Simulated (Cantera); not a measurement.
A closed system holds: 1 mol C₂H₂, 1.2 mol H₂O, held at 2300 K and 17.3 Torr.

Cantera equilibrium calculation (NASA polynomials, part measured and part estimated; ideal gas, pure solids and liquids). Candidate condensed phases: C, C₆H₆, C₇H₈, C₈H₁₈, H₂O; 110 gas species. The numbers say what is thermodynamically allowed, not how fast it happens.

Base state: H₂ 0.604, CO 0.344, H 0.0496, C₂H₂ (acetylene) 0.00261 (mole fractions); condensed: C(graphite).

Task: What changes in the equilibrium state with this change: pressure from 17.3 Torr to 1.00 Torr?

Result: 
```csv
species,before,after
H₂,0.604,0.492
CO,0.344,0.320
H,0.0496,0.186
C₃,7.27e-7,1.25e-5
C₂H,9.68e-6,3.63e-5
C₂H₂ (acetylene),0.00261,0.00213
"C(graphite), mol",0.782,0.784
```
